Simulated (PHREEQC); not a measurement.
A solution holds 0.038 mol K2CO3, 4.8e-05 mol Al(NO3)3 and 8.1e-05 mol CuSO4 per kg of water, at 20 °C. Closed to the air; pH follows from the charge balance.

All values are PHREEQC results (ion-association model, wateq4f.dat), not measurements.

Precipitation was switched off in this run.

Problem. Estimate the pH.

Solution. pH 11.29.

Problem. In which forms is C present?

Solution. CO3-2 94 %, HCO3- 5.5 % of the C.

Examples of supersaturated solids here: Cu(OH)2, Tenorite (slow to form). Others may be too. The database's constant for dissolved Cu(OH)2 is higher than later reviews accept.
